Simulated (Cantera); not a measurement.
An isothermal, constant-pressure homogeneous reactor starts with 9.62 % C2H4, 90.4 % H2, at 1798 K and 101000 Pa.

Computed with Cantera and GRI-Mech 3.0 (53 species, 325 reactions). GRI-Mech 3.0 was tuned for natural gas; its chemistry of ethylene as a main component is partial and can be far from experiment. GRI-Mech 3.0 stops at C3 and has no aromatics, soot or wall deposition, so with more carbon than oxygen in the feed, carbon stays in small species such as C2H2 where larger ones or solid carbon would form.

x: mole fraction; the columns are a selection and need not sum to one.

```tsv
t (s)	x C2H4	x H2	x CH3	x CH2	x CH4
1.00e-6	0.0961	0.904	2.70e-10	8.52e-11	1.80e-10
6.77e-6	0.0955	0.904	…	…	…
4.59e-5	0.0905	0.904	3.83e-7	9.07e-9	1.20e-5
0.000311	0.0429	0.908	2.72e-6	1.52e-8	0.000511
0.00210	0.00185	0.911	9.94e-6	5.69e-9	0.00127
0.0143	0.00182	0.910	2.65e-5	1.27e-8	0.00343
0.0965	0.00174	0.905	…	…	…
0.654	0.00173	0.903	0.000108	4.49e-8	0.0144
4.43	0.00173	0.903	0.000108	4.49e-8	0.0144
30.0	0.00173	0.903	0.000108	4.49e-8	0.0144
```

Question: Some entries are withheld; supply them.

Answer: 
- 6.77e-6, x CH3: 1.31e-8
- 6.77e-6, x CH2: 1.19e-9
- 6.77e-6, x CH4: 5.73e-8
- 0.0965, x CH3: 9.13e-5
- 0.0965, x CH2: 3.85e-8
- 0.0965, x CH4: 0.0122
